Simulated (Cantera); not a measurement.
A closed system holds: 1 mol Si3H8, 1.6 mol HCl, 140 mol H2, equilibrated at 0.100 bar.

Equilibrium computed with Cantera from the NASA thermochemical tables; the gas is ideal and each condensed phase is pure. Candidate condensed phases: Si; 19 gas species. The feed counts by its element totals alone. The numbers say what is thermodynamically allowed, not how fast it happens.

Over these rows the condensed part is Si(s). Partial pressures as log10 of bar:

| T (K) | 1000/T (1/K) | log p SiH2Cl2 | log p H2 | log p HCl |
|---|---|---|---|---|
| 998 | 1.0020 | -5.04 | -1.00 | -3.23 |
| 1098 | 0.9107 | ? | -1.00 | -3.04 |
| 1198 | 0.8347 | -5.77 | -1.00 | -2.99 |
| 1298 | 0.7704 | -6.21 | -1.00 | -2.99 |
| 1398 | 0.7153 | -6.60 | -1.00 | -2.99 |
| 1498 | 0.6676 | -6.94 | -1.00 | -2.99 |

Q: Fit log p(SiH2Cl2) = a + b·(1000/T) to the five rows, give the apparent enthalpy, and predict the row at 1098 K.

A: Means: 1000/T = 0.7980, log p = -6.112. Sxy = 0.382273, Sxx = 0.0675681, so b = 5.66 and a = -6.112 − (5.66)×0.7980 = -10.63.
Apparent enthalpy: −19.145 × (5.66) = -108 kJ/mol. With the condensed phases at unit activity, Si(s) + 2 HCl(g) = SiH2Cl2(g) links this pressure to the main gases: over the six rows their terms move log p by +0.48 in all, so the slope isn't that reaction's ΔH° alone. The five rows lie within 0.14 of the line; that is curvature, so one enthalpy describes this range poorly.
Prediction at 1098 K: -10.63 + (5.66)×0.9107 = -5.48. The computed value is -5.32, 0.16 from the line.
